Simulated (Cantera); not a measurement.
Mixture: H₂ : O₂ : N₂ : H₂O = 1 : 0.294 : 1.11 : 0.66 (molar parts), at 5.00 bar, adiabatic and at constant volume. Ignition delay is the time to a rise of 400 K.

Cantera simulation using the H2/O2 subset of GRI-Mech 3.0, which has no nitrogen chemistry; the numbers are that mechanism's predictions, not measurements. The hydrogen kinetics of GRI-Mech 3.0 are dated; newer H2 mechanisms differ, most at raised pressure. Where the delays flatten at high temperature, the 400 K rule measures the pace of heat release, not the induction time.

Question: What does this change do: pressure from 5.00 bar to 0.950 bar?

Answer: 
```
quantity          before    after
---------------  -------  -------
delay at 1250 K  90.3 µs  58.0 µs
delay at 1450 K  5.69 µs  25.4 µs
delay at 1650 K  2.54 µs  18.0 µs
delay at 1850 K  1.68 µs  17.5 µs
```

Question: What does this change do: pressure from 5.00 bar to 3.90 bar?

Answer: 
```json
[
 {"quantity": "delay at 1250 K", "before": "90.3 µs", "after": "67.3 µs"},
 {"quantity": "delay at 1450 K", "before": "5.69 µs", "after": "6.66 µs"},
 {"quantity": "delay at 1650 K", "before": "2.54 µs", "after": "3.27 µs"},
 {"quantity": "delay at 1850 K", "before": "1.68 µs", "after": "2.28 µs"}
]
```
